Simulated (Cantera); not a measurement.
An isothermal, constant-pressure homogeneous reactor starts with CH4 : H2O : H2 = 1 : 2.5 : 0.1 (molar parts), at 1850 K and 7.50 bar.

Detailed kinetics in Cantera: GRI-Mech 3.0 (53 species, 325 reactions).

One state of this run: x CH4 = 0.264; x H2O = 0.691; x H2 = 0.0375; x CH2CO = 1.57e-7; x CO2 = 1.20e-7; x HCO = 3.76e-8; x OH = 2.14e-5. x: mole fraction; the columns are a selection and need not sum to one.

Question: Which value of t (s) does it belong to?
A. 1.53e-5
B. 10.4
C. 5.87e-5
D. 0.0126

Answer: A, 1.53e-5
